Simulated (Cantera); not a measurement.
An isothermal, constant-pressure homogeneous reactor starts with 6.63 % H2, 93.4 % O2, equivalence ratio 0.035, at 1450 K and 10.00 Torr.

Model: the H2/O2 subset of GRI-Mech 3.0, which has no nitrogen chemistry, integrated in Cantera. Radical loss at walls, strong at low pressure, is not modelled. The temperature is held fixed by assumption; the heat of reaction is taken as removed at once.

x: mole fraction; the columns are a selection and need not sum to one.

| t (s) | x H2 | x O2 | x HO2 | x O | x H2O | x H2O2 | x H |
|---|---|---|---|---|---|---|---|
| 1.00e-6 | 0.0663 | 0.934 | 2.82e-9 | 7.83e-11 | <1e-12 | <1e-12 | 2.75e-9 |
| 8.60e-6 | 0.0663 | 0.934 | 2.43e-8 | 4.92e-9 | 4.15e-10 | 3.50e-12 | 1.98e-8 |
| 7.40e-5 | 0.0663 | 0.934 | 2.09e-7 | 2.17e-7 | 1.50e-7 | 2.50e-10 | 1.43e-7 |
| 0.000637 | 0.0595 | 0.928 | 1.62e-6 | 0.00316 | 0.00469 | 1.42e-8 | 0.00152 |
| 0.00548 | 0.00135 | 0.881 | 2.08e-6 | 0.0441 | 0.0569 | 5.69e-8 | 0.00812 |
| 0.0471 | 0.000833 | 0.902 | 1.79e-6 | 0.0258 | 0.0614 | 5.08e-8 | 0.00368 |
| 0.405 | [?] | 0.928 | [?] | [?] | 0.0673 | [?] | [?] |
| 3.49 | [?] | 0.931 | [?] | [?] | 0.0684 | [?] | [?] |
| 30.0 | 5.86e-7 | 0.931 | 1.15e-7 | 1.69e-5 | 0.0685 | 1.18e-9 | 6.32e-8 |

Q: What belongs in the gaps?

A: 
- 0.405, x H2: 7.67e-5
- 0.405, x HO2: 4.91e-7
- 0.405, x O: 0.00223
- 0.405, x H2O2: 1.85e-8
- 0.405, x H: 9.54e-5
- 3.49, x H2: 2.31e-6
- 3.49, x HO2: 8.29e-8
- 3.49, x O: 6.67e-5
- 3.49, x H2O2: 2.33e-9
- 3.49, x H: 4.94e-7
